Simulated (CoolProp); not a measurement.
Saturated liquid density (kg/m³) of tetrahydrofuran: the reference equation beside estimates from Tc = 540.2 K, pc = 5.304 MPa, ω = 0.234. Rackett uses Z = 0.29056 − 0.08775 ω.

Values from CoolProp's reference Helmholtz-energy equation of state, Fiedler 2023.

```
T (K)  reference  Rackett  van der Waals  Redlich-Kwong  Soave-Redlich-Kwong  Peng-Robinson
-----  ---------  -------  -------------  -------------  -------------------  -------------
308.8      870.1    881.2          534.9          789.7                809.1          912.4
310.8      867.9    879.0          533.6          787.5                807.2          910.3
312.8      865.7    876.7            [?]          785.4                805.2          908.2
314.8      863.4    874.5          531.0          783.2                  [?]          906.1
316.8      861.2      [?]          529.7          780.9                801.2          903.9
318.8      858.9    869.9          528.4          778.7                799.2          901.8
320.8      856.7    867.7          527.1          776.5                797.1            [?]
322.8      854.4    865.4          525.8          774.2                795.1          897.4
324.8      852.1    863.1          524.5          771.9                793.0          895.1
326.8      849.9    860.8          523.1          769.6                790.9          892.9
328.8      847.6    858.4          521.8          767.3                788.8          890.6
330.8      845.3    856.1          520.5          765.0                786.7          888.3
332.8      843.0    853.8            [?]          762.7                784.6          886.0
334.8      840.7    851.4          517.7          760.3                782.4          883.7
```

### Question
What belongs in the gaps?

### Answer

- 312.8, van der Waals: 532.3
- 314.8, Soave-Redlich-Kwong: 803.2
- 316.8, Rackett: 872.2
- 320.8, Peng-Robinson: 899.6
- 332.8, van der Waals: 519.1

Absolute difference from the reference over all 14 rows, mean and median: Rackett 1.3 and 1.3 %, van der Waals 38.5 and 38.5 %, Redlich-Kwong 9.4 and 9.4 %, Soave-Redlich-Kwong 7.0 and 6.9 %, Peng-Robinson 5.0 and 5.0 %.
